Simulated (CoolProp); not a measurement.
A single-stage vapour-compression cycle with R124: evaporating at 250.15 K (dew point), condensing at 292.15 K (bubble point), superheat 8 K, subcooling 8 K, compressor efficiency 0.65, no pressure losses. Each further row changes one setting.

Computed with CoolProp (reference Helmholtz-energy equation of state, de Vries 1995).

```json
[
 {"case": "as stated", "cooling COP": "3.46", "pressure ratio": "5.08", "discharge temperature (K)": "319.1", "refrigerating effect (kJ/kg)": "140", "volumetric capacity (kJ/m³)": "569"},
 {"case": "evaporating temperature 255.15 K", "cooling COP": "[?]", "pressure ratio": "4.05", "discharge temperature (K)": "316.0", "refrigerating effect (kJ/kg)": "[?]", "volumetric capacity (kJ/m³)": "[?]"},
 {"case": "condensing temperature 287.15 K", "cooling COP": "[?]", "pressure ratio": "4.31", "discharge temperature (K)": "312.7", "refrigerating effect (kJ/kg)": "145", "volumetric capacity (kJ/m³)": "592"},
 {"case": "subcooling 13 K", "cooling COP": "3.60", "pressure ratio": "5.08", "discharge temperature (K)": "319.1", "refrigerating effect (kJ/kg)": "145", "volumetric capacity (kJ/m³)": "592"},
 {"case": "superheat 18 K", "cooling COP": "[?]", "pressure ratio": "5.08", "discharge temperature (K)": "[?]", "refrigerating effect (kJ/kg)": "147", "volumetric capacity (kJ/m³)": "573"},
 {"case": "compressor efficiency 0.55", "cooling COP": "2.93", "pressure ratio": "5.08", "discharge temperature (K)": "[?]", "refrigerating effect (kJ/kg)": "140", "volumetric capacity (kJ/m³)": "569"}
]
```

### Question
Fill in the missing entries.

### Answer

- evaporating temperature 255.15 K, cooling COP: 4.09
- evaporating temperature 255.15 K, refrigerating effect (kJ/kg): 143
- evaporating temperature 255.15 K, volumetric capacity (kJ/m³): 719
- condensing temperature 287.15 K, cooling COP: 4.02
- superheat 18 K, cooling COP: 3.48
- superheat 18 K, discharge temperature (K): 329.9
- compressor efficiency 0.55, discharge temperature (K): 328.2
